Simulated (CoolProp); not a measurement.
The fluoroketone C6F12O (FK-5-1-12) along the isotherm 472.8 K: density (kg/m³) from the reference equation and from simpler models built on Tc = 441.8 K, pc = 18.69 bar, ω = 0.471; each cubic takes its own stable root.

Computed with CoolProp (reference Helmholtz-energy equation of state, McLinden 2015).

| p (bar) | phase | reference |
|---|---|---|
| 0.296 | gas | 2.390 |
| 0.477 | gas | 3.862 |
| 0.771 | gas | 6.269 |
| 1.25 | gas | 10.24 |
| 2.01 | gas | 16.65 |
| 3.25 | gas | 27.45 |
| 5.26 | gas | 45.92 |
| 8.49 | gas | 78.57 |
| 13.7 | gas | 142.0 |
| 22.2 | supercritical | 304.1 |
| 35.8 | supercritical | 778.2 |
| 57.8 | supercritical | 988.0 |
| 93.5 | supercritical | 1111 |

Q: How far does each simpler model (ideal gas, Redlich-Kwong, Soave-Redlich-Kwong, Peng-Robinson) lie from the reference over these 13 states: mean and median of the absolute difference, and the worst?

A: 
- ideal gas: mean 18.8 %, median 7.9 %, worst -63.0 % at 472.8 K and 35.8 bar
- Redlich-Kwong: mean 2.1 %, median 0.4 %, worst +7.3 % at 472.8 K and 22.2 bar
- Soave-Redlich-Kwong: mean 3.1 %, median 0.2 %, worst -15.7 % at 472.8 K and 35.8 bar
- Peng-Robinson: mean 1.6 %, median 0.8 %, worst -8.8 % at 472.8 K and 35.8 bar
